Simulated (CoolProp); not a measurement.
Aqueous potassium acetate as a coolant, 38 % by mass, freezing at -38.0 °C, 1 atm.

Model: Melinder's fits for secondary coolants, in CoolProp.

```csv
T (°C),conductivity (W/(m K)),density (kg/m³),cp (kJ/(kg K)),Prandtl number
-18.5,0.433,1219,2.919,93.9
-12.2,0.440,1217,2.934,67.1
-5.9,0.447,1215,2.949,49.8
0.3,0.454,1212,2.963,38.4
6.6,0.461,1210,2.978,30.3
12.9,0.468,1207,2.994,24.6
19.2,0.475,1204,3.009,20.3
25.4,0.482,1201,(withheld),17.1
31.7,(withheld),1198,(withheld),14.6
38,0.496,1194,3.059,12.6
```

Q: What belongs in the gaps?

A: 
- 25.4, cp (kJ/(kg K)): 3.025
- 31.7, conductivity (W/(m K)): 0.489
- 31.7, cp (kJ/(kg K)): 3.042
